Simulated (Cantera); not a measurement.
Input: 1 mol Cr, 2.2 mol N2, held at 2.80 Pa.

These are equilibrium values from Cantera (NASA tables, ideal gas, pure condensed phases), not measurements of a reactor. Candidate condensed phases: Cr, CrN, Cr2N; 4 gas species. Rates play no part. All values below are at 1575 °C.

Base state: N2 0.688, Cr 0.312 (mole fractions); condensed: gas only.

Problem. What changes in the equilibrium state with this change: pressure from 2.80 Pa to 0.100 bar?

Solution. 
```tsv
species	before	after
N2	0.688	0.998
Cr	0.312	0.00179
Cr(s), mol	0	0.996
```
